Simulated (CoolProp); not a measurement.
Vapour-liquid equilibrium of n-hexane (1) + n-decane (2) at 379.5 K; x and y are mole fractions of (1).

The numbers come from the multi-fluid Helmholtz-energy mixture model, Thol 2019 and Lemmon 2006; pair parameters Kunz 2012 in CoolProp.

```csv
x,bubble pressure (bar),y at the bubble point,dew pressure at overall composition x (bar),liquid density (mol/L)
0.05,0.2423,0.514,0.1288,4.728
0.125,0.4258,0.741,0.1394,4.842
0.2,0.6143,0.833,0.1519,4.962
0.275,0.8080,0.883,0.1668,5.088
0.35,1.007,0.915,0.1849,5.221
0.425,1.210,0.936,0.2074,5.359
0.5,1.418,0.952,0.2362,5.505
0.575,1.630,0.964,0.2743,5.658
0.65,1.846,0.973,0.3268,5.817
0.725,2.064,0.981,0.4043,5.985
0.8,2.286,0.987,0.5298,6.160
0.875,2.510,0.993,0.7675,6.342
0.95,2.737,0.997,1.386,6.531
```

No azeotrope shows between x = 0.05 and 0.95.

The pair parameters rest on a limited set of measurements; away from them the model extrapolates.
